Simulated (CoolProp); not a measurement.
Saturation properties of cis-2-butene.

Model: reference Helmholtz-energy equation of state, Lemmon 2005, in CoolProp. It is a short technical equation, of lower accuracy than the large ones.

```csv
T (°C),p (MPa),vapour density (kg/m³),liquid cp (kJ/(kg K))
4.35,0.1038,2.633,2.161
20.15,0.1822,4.463,[?]
36.05,0.3007,7.171,[?]
51.95,0.4701,11.02,2.384
67.85,[?],16.35,2.486
83.75,1.010,23.66,2.612
99.55,[?],[?],2.774
115.45,1.908,47.58,3.009
131.35,2.534,68.03,3.414
147.25,3.309,101.8,4.505
```

Task: What belongs in the gaps?

Result: 
- 20.15, liquid cp (kJ/(kg K)): 2.224
- 36.05, liquid cp (kJ/(kg K)): 2.298
- 67.85, p (MPa): 0.7023
- 99.55, p (MPa): 1.405
- 99.55, vapour density (kg/m³): 33.61

It boils at 3.7 °C under 1 atm.
